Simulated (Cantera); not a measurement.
What does this Cantera script print?

```python
import numpy as np
import cantera as ct

gas_names = """
    H H2 Si SiH SiH2 SiH3 SiH4 Si2 Si3
""".split()
cond_names = """
    Si(cr) Si(L)
""".split()


def load(file, names, dense=False):
    # The tables refer to 1 bar. Condensed volumes are neglected.
    table = {s.name: s for s in ct.Species.list_from_file(file)}
    out = []
    for n in names:
        d = dict(table[n].input_data)
        d["thermo"] = dict(d["thermo"], **{"reference-pressure": 1e5})
        if dense:
            d["equation-of-state"] = {"model": "constant-volume", "density": "1e6 g/cm^3"}
        out.append(ct.Species.from_dict(d))
    return out


gas = ct.Solution(thermo="ideal-gas", species=load("nasa_gas.yaml", gas_names))
cond = {s.name: ct.Solution(thermo="fixed-stoichiometry", species=[s], name=s.name)
        for s in load("nasa_condensed.yaml", cond_names, dense=True)}
atoms = {
    'SiH4': {'Si': 1, 'H': 4},
    'H2': {'H': 2},
}
top_T = {}  # K; cautious upper limits of use, not melting points


def equilibrate(T, P, feed):
    n = {}
    for name, mol in feed.items():
        for a, k in atoms[name].items():
            n[a] = n.get(a, 0.0) + k * mol
    gas.TPX = T, P, n
    mass = sum(n.values()) * gas.mean_molecular_weight
    gas.equilibrate("TP")
    valid = [c for c in cond.values() if c.min_temp <= T <= top_T.get(c.name, c.max_temp)]
    mix = ct.Mixture([(gas, mass / gas.mean_molecular_weight)] + [(c, 0.0) for c in valid])
    mix.T, mix.P = T, P
    mix.equilibrate("TP", solver="vcs", rtol=1e-11, max_steps=5000)
    return mix


results = []
feed = {'SiH4': 1, 'H2': 21}  # mol
T = 1475  # K
P = 10000  # Pa
mix = equilibrate(T, P, feed)
results.append((T, P, feed, dict(zip(mix.species_names, mix.species_moles))))
x = sorted(zip(gas.X, gas.species_names), reverse=True)
print(f"T = {T:g} K  P = {P:g} Pa  gas = {mix.phase_moles(0):.4g} mol")
print("   x: " + "  ".join(f"{s} {v:.3e}" for v, s in x if v > 1e-05))
print("   condensed (mol): " + ("  ".join(f"{mix.phase(i).name} {mix.phase_moles(i):.4g}"
      for i in range(1, mix.n_phases) if mix.phase_moles(i) > 1e-12) or "none"))
```

Output:

```
T = 1475 K  P = 10000 Pa  gas = 23 mol
   x: H2 1.000e+00  H 4.101e-05
   condensed (mol): Si(cr) 1
```

Method: chemical equilibrium by Gibbs-energy minimisation in Cantera with the NASA 1993 tables (ideal gas, pure condensed phases).
